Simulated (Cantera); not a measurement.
**Equilibrium for oxide etching and cleaning by halides: CaO + Cl₂ + N₂**

Charge: 1 mol CaO, 35 mol Cl₂, 2 mol N₂, equilibrated at 1425 K and 2.10 Pa.

Method: chemical equilibrium by Gibbs-energy minimisation in Cantera with the NASA 1993 tables (ideal gas, pure condensed phases). Candidate condensed phases: Ca, CaCl₂, CaO; 17 gas species. Kinetics and transport are ignored.

The x(Cl) is 0.935. The x(N₂) comes out as 0.0284. The x(Cl₂) is 0.0155 and the x(CaCl₂) is 0.0142. The x(O₂) is 0.00707. The x(NO) comes out as 2.90e-5 and the x(O) is 2.55e-5. The x(ClO) is 9.79e-6 and the gas amount is 70.41 mol. The log10 activity of CaCl₂(l) (absent) comes out as -3.24 and the log10 activity of Ca(l) (absent) is -18.32.
